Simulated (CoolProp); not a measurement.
Vapour-liquid equilibrium of propane (1) + toluene (2) at 1.25 bar; x and y are mole fractions of (1).

The numbers come from the multi-fluid Helmholtz-energy mixture model, Lemmon 2009 and Lemmon 2006; pair parameters Bell 2016 in CoolProp.

```tsv
x	bubble temperature (K)	y at the bubble point	dew temperature at overall composition x (K)	liquid density (mol/L)
0.05	316.5	0.926	389.4	9.283
0.125	277.4	0.991	386.3	9.885
0.2	262.6	0.997	383.1	10.25
0.275	254.8	0.998	379.6	10.55
0.35	250.1	0.999	375.9	10.83
0.425	247.1	0.999	371.8	11.10
0.5	245.0	0.999	367.3	11.35
0.575	243.5	0.999	362.2	11.61
0.65	242.3	1.000	356.4	11.86
0.725	241.1	1.000	349.4	12.12
0.8	239.9	1.000	340.7	12.37
0.875	238.6	1.000	328.8	12.63
0.95	237.1	1.000	308.2	12.88
```

No azeotrope shows between x = 0.05 and 0.95.

The pair parameters rest on a limited set of measurements; away from them the model extrapolates. With so large a gap from Raoult's law the liquid may split in two, which this calculation doesn't test in full.
